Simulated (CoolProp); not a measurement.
The numbers come from the reference Helmholtz-energy equation of state, Aleksandrov 2011 in CoolProp. It is a short technical equation, of lower accuracy than the large ones.

Q: For n-undecane, give the phase and the speed of sound (m/s), Joule-Thomson coefficient (K/MPa), expansivity (1/kK) at 48.95 °C and 18.2 bar; 120.25 °C and 18.2 bar.

A: 
- 48.95 °C and 18.2 bar: liquid; speed of sound 1180, Joule-Thomson coefficient -0.402, expansivity 1.04
- 120.25 °C and 18.2 bar: liquid; speed of sound 930, Joule-Thomson coefficient -0.317, expansivity 1.17
